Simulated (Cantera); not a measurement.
Charge: 1 mol HMDSO, 0.29 mol H2O, 0.26 mol H2, 2 mol O3, held at 2123.15 K and 0.0133 bar.

Method: chemical equilibrium by Gibbs-energy minimisation in Cantera with the NASA 1993 tables (ideal gas, pure condensed phases). The feed counts by its element totals alone. Gases not in the tables: Si2H6 and higher silanes. The numbers say what is thermodynamically allowed, not how fast it happens.

```csv
species,before,after
H2,0.546,0.564
CO,0.332,0.335
SiO,0.0932,0.0974
H,0.0230,0.00426
Si,0.00516,0.000148
SiC2,1.59e-5,7.73e-8
Si2,2.85e-5,2.43e-7
Si2C,0.000230,2.31e-6
SiH,0.000227,1.19e-5
C2H2 (acetylene),3.93e-5,4.19e-6
SiH2,4.53e-5,6.12e-6
"SiC(s), mol",0.301,0.353
```
Gas species are given as mole fractions.

### Question
What was changed between the two runs?
A. temperature from 2123.15 K to 1875 K
B. HMDSO replaced by TEOS
C. temperature from 2123.15 K to 550 K
D. O3 from 2 to 4.2 mol

### Answer
A, temperature from 2123.15 K to 1875 K
